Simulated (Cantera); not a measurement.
Input: 1 mol TiO2, 0.32 mol C, 2.5 mol CO, equilibrated at 100000 Pa.

Method: chemical equilibrium by Gibbs-energy minimisation in Cantera with the NASA 1993 tables (ideal gas, pure condensed phases). Candidate condensed phases: C, Ti, TiC, TiO, TiO2, Ti2O3, Ti3O5, Ti4O7; 15 gas species. Mutual solubility and eutectic melting of coexisting phases are not modelled. Condensed phases not in the tables: Magnéli phases beyond Ti4O7. Rates play no part.

x: gas mole fraction; n: condensed amount in mol.

```tsv
T (K)	x CO	x CO2	x TiO2	x TiO	n Ti3O5(s)	n Ti4O7(s)	n Ti3O5(l)
1473	0.999	0.00136	<1e-12	<1e-12	0.295	0.0285	0
1573	0.997	0.00270	7.30e-12	___	0.310	0.0172	0
1673	0.995	0.00473	1.23e-10	___	0.333	0	0
1773	0.995	0.00473	1.25e-9	___	0.333	0	0
1873	0.995	0.00473	9.83e-9	___	0.333	0	0
1973	0.995	0.00473	6.21e-8	___	0.333	0	0
2073	0.995	0.00473	3.13e-7	___	0	0	0.333
```

### Question
What belongs in the gaps?

### Answer

- 1573, x TiO: 2.14e-12
- 1673, x TiO: 2.94e-11
- 1773, x TiO: 4.16e-10
- 1873, x TiO: 4.38e-9
- 1973, x TiO: 3.60e-8
- 2073, x TiO: 2.31e-7
